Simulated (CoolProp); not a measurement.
R143a at 293.15 K and 1.67 MPa flows at 1.2 m/s in a round tube of 100 mm bore and 0.25 µm roughness, fully developed (64/Re and Nu = 3.66 if laminar; Colebrook and Gnielinski if turbulent). Each further row changes one setting.

Model: reference Helmholtz-energy equation of state, Lemmon and Jacobsen 2000, in CoolProp.

| case | Reynolds number | Darcy friction factor | pressure drop (Pa/m) | heat-transfer coefficient (W/(m² K)) | mass flow (kg/h) |
|---|---|---|---|---|---|
| as stated | 964000 | 0.0118 | 81.0 | 1890 | 32400 |
| velocity 2.4 m/s | 1930000 | 0.0105 | 290 | 3430 | 64900 |
| diameter 200 mm | 1930000 | 0.0105 | 36.1 | 1710 | 130000 |

Viscosity comes from a separate model (Klein 1997), an estimate that may be off by 10 % or more. Thermal conductivity comes from a separate model (McLinden 2000), an estimate that may be off by 10 % or more.
